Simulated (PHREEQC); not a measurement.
# Nickel, zinc or cadmium bath (model solution)

Consider water at 53 °C with 0.022 mol ZnCl2, 0.00047 mol H3BO3 and 0.0011 mol H2SO4 per kg of water. Closed to the air; pH follows from the charge balance.

The numbers come from PHREEQC with the ion-association model, phreeqc.dat.

Each row changes one thing in this solution. No solid was allowed to form.

| case | pH | ionic strength (mol/kgw) |
|---|---|---|
| as made | 2.75 | 0.0616 |
| H2SO4 replaced by Na2SO4 at the same molality | 5.09 | 0.0616 |
| H2SO4 left out | 5.07 | 0.0602 |
| ZnCl2 left out | 2.73 | … |
| H2SO4 from 0.0011 to 0.00055 mol/kgw | 3.04 | 0.0609 |
| ZnCl2 from 0.022 to 0.044 mol/kgw | 2.76 | … |
| H3BO3 left out | 2.75 | 0.0616 |

Some entries are withheld; supply them.


- ZnCl2 left out, ionic strength (mol/kgw): 0.00280
- ZnCl2 from 0.022 to 0.044 mol/kgw, ionic strength (mol/kgw): 0.116

Away from 25 °C the constants follow the database's enthalpies or fits; those with neither stay at their 25 °C values.
